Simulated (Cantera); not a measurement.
An isothermal, constant-pressure homogeneous reactor starts with H2 : O2 : N2 = 1 : 1 : 6 (molar parts), equivalence ratio 0.50, at 798 K and 13300 Pa. Integrator tolerance rtol = 1e-08.

Computed with Cantera and the H2/O2 subset of GRI-Mech 3.0, which has no nitrogen chemistry. Radical loss at walls, strong at low pressure, is not modelled. Below about 950 K walls govern HO2 and H2O2 in real vessels. The temperature is held fixed by assumption; the heat of reaction is taken as removed at once.

Q: What does this change do: 0.52 parts H2O added?

A: 
```
quantity                                             before                                     after
-----------------  ----------------------------------------  ----------------------------------------
x(H2) at 10.0 s       0.0588 (gas-phase equilibrium <1e-12)      0.117 (gas-phase equilibrium <1e-12)
x(O2) at 10.0 s       0.0941 (gas-phase equilibrium 0.0667)      0.117 (gas-phase equilibrium 0.0623)
x(H) at 10.0 s       5.85e-9 (gas-phase equilibrium <1e-12)   6.79e-10 (gas-phase equilibrium <1e-12)
x(O) at 10.0 s       1.16e-9 (gas-phase equilibrium <1e-12)   8.54e-11 (gas-phase equilibrium <1e-12)
x(H2O2) at 10.0 s  5.89e-5 (gas-phase equilibrium 1.40e-12)  4.65e-6 (gas-phase equilibrium 1.93e-12)
x(H2O) at 10.0 s       0.0706 (gas-phase equilibrium 0.133)      0.0610 (gas-phase equilibrium 0.190)
```

Q: What does this change do: 0.28 parts H2O added?

A: 
| quantity | before | after |
|---|---|---|
| x(H2) at 10.0 s | 0.0588 (gas-phase equilibrium <1e-12) | 0.121 (gas-phase equilibrium <1e-12) |
| x(O2) at 10.0 s | 0.0941 (gas-phase equilibrium 0.0667) | 0.121 (gas-phase equilibrium 0.0643) |
| x(H) at 10.0 s | 5.85e-9 (gas-phase equilibrium <1e-12) | 4.49e-9 (gas-phase equilibrium <1e-12) |
| x(O) at 10.0 s | 1.16e-9 (gas-phase equilibrium <1e-12) | 5.66e-10 (gas-phase equilibrium <1e-12) |
| x(H2O2) at 10.0 s | 5.89e-5 (gas-phase equilibrium 1.40e-12) | 2.28e-5 (gas-phase equilibrium 1.70e-12) |
| x(H2O) at 10.0 s | 0.0706 (gas-phase equilibrium 0.133) | 0.0339 (gas-phase equilibrium 0.165) |
